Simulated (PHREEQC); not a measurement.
Synthetic water in mmol/kgw, 25 °C, pH 3.3, pe 10.4:

| constituent | mmol/kgw |
|---|---|
| Na | 21 |
| K | 0.386 |
| Ca | 2.75 |
| Mg | 2 |
| Cl | 9.07 |
| S(6) | 11 |
| Cu(2) | 0.459 |
| Sr | 0.029 |

Valence states are taken as typed.

Model: ion-association model, phreeqc.dat, run in PHREEQC.

No solid was allowed to form.

Task: What ionic strength does the model give?

Result: ionic strength 0.0404 mol/kgw.

Task: In which forms is Cu present?

Result: Cu+2 69 %, CuSO4 30 %, CuCl+ 0.9 % of the Cu.
